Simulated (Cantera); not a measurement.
**TEOS + O2 + CO2 (silicon oxide and oxynitride deposition)**

Charge: 1 mol TEOS, 0.17 mol O2, 0.19 mol CO2, equilibrated at 325 °C.

Cantera equilibrium calculation (NASA polynomials, part measured and part estimated; ideal gas, pure solids and liquids). Candidate condensed phases: C, C6H6, C7H8, C8H18, H2O, Si, SiC, SiO2; 123 gas species. The feed counts by its element totals alone. The numbers say what is thermodynamically allowed, not how fast it happens.

From 5.00 Pa to 1.00 bar the condensed part is C(graphite) + SiO2(α-quartz).

```
P (Pa)  log p H2  log p CH4  log p H2O  log p CO2  log p CO  n C(graphite)  n SiO2(α-quartz)
------  --------  ---------  ---------  ---------  --------  -------------  ----------------
5          -4.38      -6.77      -5.66      -5.43     -5.62           6.77              1.00
15         -3.91      -5.83      -4.95      -4.96     -5.38           6.98              1.00
45         -3.46      -4.91      -4.28      -4.54     -5.17           7.07              1.00
140        -3.00      -4.01      -3.64      -4.15     -4.98           6.92              1.00
410        -2.61      -3.23      -3.06      -3.78     -4.79           6.47              1.00
1200       -2.26      -2.53      -2.51      -3.38     -4.59           5.83              1.00
3700       -1.94      -1.88      -1.96      -2.93     -4.37           5.24              1.00
11000      -1.65      -1.31      -1.45      -2.48     -4.14           4.83              1.00
33000      -1.39      -0.78      -0.95      -2.01     -3.91           4.56              1.00
100000     -1.13      -0.26      -0.45      -1.53     -3.67           4.40              1.00
```
log p: log10 of the partial pressure in bar; n: condensed amount in mol.
